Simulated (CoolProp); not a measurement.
Vapour-liquid equilibrium of acetone (1) + dimethyl carbonate (2) at 228 kPa; x and y are mole fractions of (1).

Computed with CoolProp (multi-fluid Helmholtz-energy mixture model, Lemmon 2006 and Zhou 2011; pair parameters Bell 2016).

Task: Give the bubble temperature and the first vapour's composition at x = 0.5, 0.65, 0.8. Is there an azeotrope?

Result: x = 0.5: 95.8 °C, y = 0.713; x = 0.65: 91.2 °C, y = 0.822; x = 0.8: 87.0 °C, y = 0.910. No azeotrope shows between x = 0.05 and 0.95.

Pair parameters are fitted to limited data, so mixtures are less certain than the pure fluids.
